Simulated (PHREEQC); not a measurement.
Model water analysis in mg/kgw, 25 °C, pH 3.73, pe 10.8:

| constituent | mg/kgw |
|---|---|
| Na | 565 |
| K | 57.8 |
| Ca | 255 |
| Mg | 84.7 |
| Cl | 222 |
| S(6) as SO4 | 2030 |
| Al | 29.7 |

Valence states are taken as typed.

Model: ion-association model, wateq4f.dat, run in PHREEQC.

The ionic strength comes out as 0.0599 mol/kgw. What activity coefficients do Mg+2, HSO4-, K+, NaSO4-, KSO4- get?

Mg+2 0.46, HSO4- 0.81, K+ 0.80, NaSO4- 0.82, KSO4- 0.82.

This is a speciation only: nothing precipitates in the calculation. Complexes and solids missing from the database can't appear.
